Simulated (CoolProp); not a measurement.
Vapour-liquid equilibrium of R134a (1) + R227EA (2) at 274 kPa; x and y are mole fractions of (1).

The numbers come from the multi-fluid Helmholtz-energy mixture model, Tillner-Roth 1994 and Lemmon 2016; pair parameters Bell 2016 in CoolProp.

Q: Give the bubble temperature and the first vapour's composition at x = 0.05, 0.65, 0.95. Is there an azeotrope?

A: x = 0.05: 281.6 K, y = 0.077; x = 0.65: 273.8 K, y = 0.720; x = 0.95: 271.6 K, y = 0.960. No azeotrope shows between x = 0.05 and 0.95.

Pair parameters are fitted to limited data, so mixtures are less certain than the pure fluids.
